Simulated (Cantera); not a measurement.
## Equilibrium for carbothermic reduction: MgO + CO + H2

Charge: 1 mol MgO, 12 mol CO, a varied amount of H2, held at 2200 K and 0.000130 bar.

These are equilibrium values from Cantera (NASA tables, ideal gas, pure condensed phases), not measurements of a reactor. Candidate condensed phases: C, C6H6, C7H8, C8H18, H2O, Mg, MgCO3, MgO, Mg(OH)2; 116 gas species. Rates play no part.

```
n(H2) (mol)   x CO     x H     x H2    x Mg   x CO2     x H2O
-----------  -----  ------  -------  ------  ------  --------
0.13         0.835  0.0158  0.00102  0.0746  0.0612  0.000393
0.22         0.827  0.0244  0.00245  0.0738  0.0596  0.000932
0.38         0.813  0.0374  0.00574  0.0724  0.0569   0.00212
0.65         0.793  0.0552   0.0125  0.0703  0.0525   0.00437
1.1          0.763  0.0784   0.0252  0.0673  0.0461   0.00804
1.9          0.717   0.109   0.0491  0.0627  0.0371    0.0134
3.3          0.649   0.148   0.0901  0.0563  0.0264    0.0194
5.6          0.563   0.191    0.150  0.0483  0.0166    0.0233
```
x: gas mole fraction; nothing condenses.

From 0.13 mol H2 to 5.6 mol H2 nothing is condensed. The main Mg-bearing gas is Mg throughout.
